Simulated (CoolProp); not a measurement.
Vapour-liquid equilibrium of isobutene (1) + n-butane (2) at 313 K; x and y are mole fractions of (1).

Computed with CoolProp (multi-fluid Helmholtz-energy mixture model, Lemmon 2005 and Bücker 2006; pair parameters Bell 2016).

```
x     bubble pressure (kPa)  y at the bubble point  dew pressure at overall composition x (kPa)  liquid density (mol/L)
----  ---------------------  ---------------------  -------------------------------------------  ----------------------
0.05                  382.6                  0.062                                        381.5                   9.576
0.15                  393.3             (withheld)                                        390.6                   9.630
0.25                  403.5                  0.291                                   (withheld)              (withheld)
0.35             (withheld)                  0.396                                        408.9              (withheld)
0.45                  422.2                  0.497                                        417.9                   9.799
0.55             (withheld)                  0.594                                        427.0                   9.859
0.65                  439.4                  0.688                                        436.0                   9.920
0.75                  447.6                  0.780                                        444.9                   9.983
0.85                  455.6                  0.869                                        453.8                   10.05
0.95             (withheld)             (withheld)                                        462.8                   10.11
```

Problem. Some entries are withheld; supply them.

Solution. 
- 0.15, y at the bubble point: 0.180
- 0.25, dew pressure at overall composition x (kPa): 399.7
- 0.25, liquid density (mol/L): 9.684
- 0.35, bubble pressure (kPa): 413.1
- 0.35, liquid density (mol/L): 9.741
- 0.55, bubble pressure (kPa): 430.9
- 0.95, bubble pressure (kPa): 463.4
- 0.95, y at the bubble point: 0.957

No azeotrope shows between x = 0.05 and 0.95.

Pair parameters are fitted to limited data, so mixtures are less certain than the pure fluids.
